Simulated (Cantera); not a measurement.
An isothermal, constant-pressure homogeneous reactor starts with N2O : O2 = 1 : 1.3 (molar parts), at 1425 K and 20.3 Torr. Integrator tolerance rtol = 1e-08.

Computed with Cantera and GRI-Mech 3.0 (53 species, 325 reactions). GRI-Mech 3.0 was tuned for natural gas; its chemistry of N2O as a main component is partial and can be far from experiment. Radical loss at walls, strong at low pressure, is not modelled. The temperature is held fixed by assumption; the heat of reaction is taken as removed at once.

What does this change do: temperature 1425 to 1100 K?


```csv
quantity,before,after
x(N2O) at 30.0 s,2.44e-6 (gas-phase equilibrium 6.84e-9),0.403 (gas-phase equilibrium 8.37e-10)
x(O2) at 30.0 s,0.606 (gas-phase equilibrium 0.642),0.570 (gas-phase equilibrium 0.643)
x(O) at 30.0 s,6.64e-6 (gas-phase equilibrium 6.81e-6),3.32e-7 (gas-phase equilibrium 1.23e-8)
x(NO) at 30.0 s,0.0733 (gas-phase equilibrium 0.000984),0.00178 (gas-phase equilibrium 0.000101)
x(N2) at 30.0 s,0.320 (gas-phase equilibrium 0.357),0.0253 (gas-phase equilibrium 0.357)
x(NO2) at 30.0 s,0.000139 (gas-phase equilibrium 1.92e-6),1.05e-6 (gas-phase equilibrium 8.24e-7)
```
The mechanism lacks the step 2 NO + O2 → 2 NO2, which can matter for NO2 below about 1400 K.
